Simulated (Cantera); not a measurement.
Input: 1 mol SiC, 0.27 mol O₂, 89 mol H₂, held at 1827 °C and 0.00133 bar.

Method: chemical equilibrium by Gibbs-energy minimisation in Cantera with the NASA 1993 tables (ideal gas, pure condensed phases). Candidate condensed phases: C, C₆H₆, C₇H₈, C₈H₁₈, H₂O, Si, SiC, SiO₂; 123 gas species. Gases not in the tables: Si₂H₆ and higher silanes. Kinetics and transport are ignored.

Base state: H₂ 0.903, H 0.0811, Si 0.00804, CO 0.00566, C₂H₂ (acetylene) 0.00123, SiC₂ 0.000488, Si₂C 0.000329, SiH 0.000151 (mole fractions); condensed: SiC(s).

### Question
What changes in the equilibrium state with this change: pressure from 0.00133 bar to 1.70 bar?

### Answer
```csv
species,before,after
H₂,0.903,0.991
CO,0.00566,0.00307
SiO,6.98e-5,0.00295
H,0.0811,0.00238
Si,0.00804,5.56e-5
SiC₂,0.000488,4.34e-8
CH₄,3.48e-7,6.07e-5
"SiC(s), mol",0.111,0.715
```
